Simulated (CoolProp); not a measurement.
Vapour-liquid equilibrium of carbon monoxide (1) + methane (2) at -171.45 °C; x and y are mole fractions of (1).

Model: multi-fluid Helmholtz-energy mixture model, Lemmon 2006 and Setzmann 1991; pair parameters Kunz 2012, in CoolProp.

| x | bubble pressure, mixture model (kPa) | bubble pressure, Raoult's law (kPa) | y, mixture model | y, Raoult's law |
|---|---|---|---|---|
| 0.05 | 74.56 | 69.67 | 0.471 | 0.442 |
| 0.15 | 145.2 | 127.2 | 0.750 | 0.727 |
| 0.25 | 215.8 | 184.7 | 0.847 | 0.834 |
| 0.35 | 282.1 | 242.2 | 0.894 | 0.890 |
| 0.45 | 342.0 | 299.7 | 0.922 | 0.925 |
| 0.55 | 395.0 | 357.2 | 0.940 | 0.948 |
| 0.65 | 442.8 | 414.7 | 0.954 | 0.965 |
| 0.75 | 488.0 | 472.2 | 0.966 | 0.978 |
| 0.85 | 534.5 | 529.8 | 0.978 | 0.988 |
| 0.95 | 586.5 | 587.3 | 0.992 | 0.997 |

The largest gap from Raoult's law is +16.8 % in bubble pressure, at x = 0.25. No azeotrope shows between x = 0.05 and 0.95.

The pair parameters rest on a limited set of measurements; away from them the model extrapolates.
